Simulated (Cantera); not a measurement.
A closed system holds: 1 mol CaCO3, 2 mol CO2, 0.045 mol O2, 2.6 mol H2, equilibrated at 1775 K and 15.8 Torr.

Cantera equilibrium calculation (NASA polynomials, part measured and part estimated; ideal gas, pure solids and liquids). Candidate condensed phases: C, C6H6, C7H8, C8H18, Ca, CaCO3, CaO, Ca(OH)2, H2O; 115 gas species. The numbers say what is thermodynamically allowed, not how fast it happens.

Base state: H2O 0.333, CO 0.317, CO2 0.218, H2 0.130, H 0.000721, OH 0.000115 (mole fractions); condensed: CaO(s).

What changes in the equilibrium state with this change: H2 from 2.6 to 0.31 mol?


| species | before | after |
|---|---|---|
| CO2 | 0.218 | 0.841 |
| H2O | 0.333 | 0.0915 |
| CO | 0.317 | 0.0650 |
| H2 | 0.130 | 0.00190 |
| O2 | 5.63e-7 | 0.000199 |
| H | 0.000721 | 8.71e-5 |
| OH | 0.000115 | 0.000261 |
| CaO(s), mol | 1.000 | 1.000 |

What changes in the equilibrium state with this change: pressure from 15.8 Torr to 3.00 Torr?


```json
[
 {"species": "H2O", "before": "0.333", "after": "0.333"},
 {"species": "CO", "before": "0.317", "after": "0.317"},
 {"species": "CO2", "before": "0.218", "after": "0.218"},
 {"species": "H", "before": "0.000721", "after": "0.00165"},
 {"species": "H2", "before": "0.130", "after": "0.130"},
 {"species": "OH", "before": "0.000115", "after": "0.000263"},
 {"species": "CaO(s), mol", "before": "1.000", "after": "1.000"}
]
```
